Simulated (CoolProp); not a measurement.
Values from CoolProp's reference Helmholtz-energy equation of state, Lemmon 2005. It is a short technical equation, of lower accuracy than the large ones.

For isobutene, give the phase and the cv (kJ/(kg K)), isothermal compressibility (1/MPa), fugacity coefficient at 438.8 K and 68.1 bar.


- 438.8 K and 68.1 bar: supercritical; cv 2.17, isothermal compressibility 0.103, fugacity coefficient 0.525
